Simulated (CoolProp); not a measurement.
Vapour-liquid equilibrium of CH2F2 (R32) (1) + R236FA (2) at 47.7 kPa; x and y are mole fractions of (1).

Computed with CoolProp (multi-fluid Helmholtz-energy mixture model, Tillner-Roth 1997 and Pan 2012; pair parameters Bell 2016).

| x | bubble temperature (K) | y at the bubble point | dew temperature at overall composition x (K) | liquid density (mol/L) |
|---|---|---|---|---|
| 0.05 | 247.6 | 0.335 | 254.0 | 10.29 |
| 0.2 | [?] | 0.760 | 250.8 | 11.65 |
| 0.35 | 223.5 | 0.888 | 247.2 | 13.13 |
| 0.5 | 217.9 | 0.939 | 243.0 | 14.82 |
| 0.65 | [?] | 0.966 | [?] | 16.86 |
| 0.8 | 211.1 | 0.983 | 230.0 | 19.41 |
| 0.95 | 208.6 | 0.996 | 216.5 | [?] |

Task: Some entries are withheld; supply them.

Result: 
- 0.2, bubble temperature (K): 232.3
- 0.65, bubble temperature (K): 214.1
- 0.65, dew temperature at overall composition x (K): 237.6
- 0.95, liquid density (mol/L): 22.70

No azeotrope shows between x = 0.05 and 0.95.

Pair parameters are fitted to limited data, so mixtures are less certain than the pure fluids.
